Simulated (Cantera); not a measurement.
Feed: 1 mol MgO, 1.2 mol SiCl4, 1.1 mol O2, held at 652 °C and 1.40 Pa.

Cantera equilibrium calculation (NASA polynomials, part measured and part estimated; ideal gas, pure solids and liquids). Candidate condensed phases: Mg, MgCl2, MgO, MgSiO3, Mg2SiO4, Si, SiO2; 20 gas species. Condensed phases not in the tables: alloys, solid solutions and most ternary compounds. Equilibrium is a limit: real reactors are often held back by kinetics, nucleation or transport.

Base state: Cl2 0.889, MgCl2 0.0820, Cl 0.0292, SiCl4 5.41e-5 (mole fractions); condensed: MgSiO3(s) + SiO2(β-quartz).

Problem. What changes in the equilibrium state with this change: pressure from 1.40 Pa to 5.70 mbar?

Solution. 
| species | before | after |
|---|---|---|
| Cl2 | 0.889 | 0.995 |
| MgCl2 | 0.0820 | 0.00357 |
| Cl | 0.0292 | 0.00153 |
| SiCl4 | 5.41e-5 | 4.17e-5 |
| MgSiO3(s), mol | 0.800 | 0.800 |
| SiO2(β-quartz), mol | 0.400 | 0.400 |
| MgCl2(s), mol | 0 | 0.192 |

Problem. What changes in the equilibrium state with this change: MgO replaced by SiO2?

Solution. 
```tsv
species	before	after
Cl2	0.889	0.927
SiCl4	5.41e-5	0.0428
Cl	0.0292	0.0298
MgCl2	0.0820	0
MgSiO3(s), mol	0.800	0
SiO2(β-quartz), mol	0.400	2.10
```

Problem. What changes in the equilibrium state with this change: O2 from 1.1 to 0.13 mol?

Solution. 
```tsv
species	before	after
MgCl2	0.0820	0.543
SiCl4	5.41e-5	0.310
Cl2	0.889	0.136
Cl	0.0292	0.0114
MgSiO3(s), mol	0.800	0
SiO2(β-quartz), mol	0.400	0.630
```
